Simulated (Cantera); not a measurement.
Feed: 1 mol Ti, 17 mol CO2, 11 mol H2, held at 1348.15 K and 0.435 Torr.

Method: chemical equilibrium by Gibbs-energy minimisation in Cantera with the NASA 1993 tables (ideal gas, pure condensed phases). Candidate condensed phases: C, C6H6, C7H8, C8H18, H2O, Ti, TiC, TiO, TiO2, Ti2O3, Ti3O5, Ti4O7; 113 gas species. Kinetics and transport are ignored.

What is the equilibrium state?

x(CO): 0.321
x(CO2): 0.286
x(H2O): 0.250
x(H2): 0.143
x(H): 3.64e-5
x(OH): 1.02e-6
n(TiO2(rutile)): 1.00 mol
gas amount: 28.00 mol
log10 activity of Ti4O7(s) (absent): -2.57
log10 activity of Ti3O5(s) (absent): -2.74
log10 activity of Ti2O3(s) (absent): -3.22
